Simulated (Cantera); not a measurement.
What does this Cantera script print?

```python
import numpy as np
import cantera as ct

gas_names = """
    H HO2 H2 H2O H2O2 O OH O2 O3 Ti TiO TiO2
""".split()
cond_names = """
    H2O(s) H2O(L) Ti(a) Ti(b) Ti(L) TiO(a) TiO(b) TiO(L) TiO2(ru) TiO2(L) Ti2O3(a) Ti2O3(b) Ti2O3(L)
    Ti3O5(a) Ti3O5(b) Ti3O5(L) Ti4O7(s) Ti4O7(L)
""".split()


def load(file, names, dense=False):
    # The tables refer to 1 bar. Condensed volumes are neglected.
    table = {s.name: s for s in ct.Species.list_from_file(file)}
    out = []
    for n in names:
        d = dict(table[n].input_data)
        d["thermo"] = dict(d["thermo"], **{"reference-pressure": 1e5})
        if dense:
            d["equation-of-state"] = {"model": "constant-volume", "density": "1e6 g/cm^3"}
        out.append(ct.Species.from_dict(d))
    return out


gas = ct.Solution(thermo="ideal-gas", species=load("nasa_gas.yaml", gas_names))
cond = {s.name: ct.Solution(thermo="fixed-stoichiometry", species=[s], name=s.name)
        for s in load("nasa_condensed.yaml", cond_names, dense=True)}
atoms = {
    'Ti': {'Ti': 1},
    'O2': {'O': 2},
    'H2': {'H': 2},
}
top_T = {}  # K; cautious upper limits of use, not melting points


def equilibrate(T, P, feed):
    n = {}
    for name, mol in feed.items():
        for a, k in atoms[name].items():
            n[a] = n.get(a, 0.0) + k * mol
    gas.TPX = T, P, n
    mass = sum(n.values()) * gas.mean_molecular_weight
    gas.equilibrate("TP")
    valid = [c for c in cond.values() if c.min_temp <= T <= top_T.get(c.name, c.max_temp)]
    mix = ct.Mixture([(gas, mass / gas.mean_molecular_weight)] + [(c, 0.0) for c in valid])
    mix.T, mix.P = T, P
    mix.equilibrate("TP", solver="vcs", rtol=1e-11, max_steps=5000)
    return mix


results = []
feed = {'Ti': 1, 'O2': 3.7, 'H2': 51}  # mol
T = 1350  # K
P = 12000  # Pa
mix = equilibrate(T, P, feed)
results.append((T, P, feed, dict(zip(mix.species_names, mix.species_moles))))
print(gas.report(threshold=0.0001))
for i in range(1, mix.n_phases):
    print(f"{mix.phase(i).name:16s} {mix.phase_moles(i):12.5e} mol")
```

Output:

```
       temperature   1350 K
          pressure   12000 Pa
           density   0.0039663 kg/m^3
  mean mol. weight   3.71 kg/kmol
   phase of matter   gas

                          1 kg             1 kmol
                     ---------------   ---------------
          enthalpy         1.874e+06        6.9526e+06  J
   internal energy       -1.1515e+06       -4.2719e+06  J
           entropy             54824         2.034e+05  J/K
    Gibbs function       -7.2138e+07       -2.6763e+08  J
 heat capacity c_p            8954.5             33221  J/K
 heat capacity c_v            6713.4             24907  J/K

                      mass frac. Y      mole frac. X     chem. pot. / RT
                     ---------------   ---------------   ---------------
                H2           0.48586           0.89411           -20.533
               H2O           0.51414           0.10588           -51.795
     [  +10 minor]        1.8248e-06        6.5178e-06

Ti(b)             0.00000e+00 mol
TiO(b)            0.00000e+00 mol
TiO2(ru)          1.00000e+00 mol
Ti2O3(b)          0.00000e+00 mol
Ti3O5(b)          0.00000e+00 mol
Ti4O7(s)          0.00000e+00 mol
```

Equilibrium computed with Cantera from the NASA thermochemical tables; the gas is ideal and each condensed phase is pure. Gases not in the tables: TiO(OH)2.
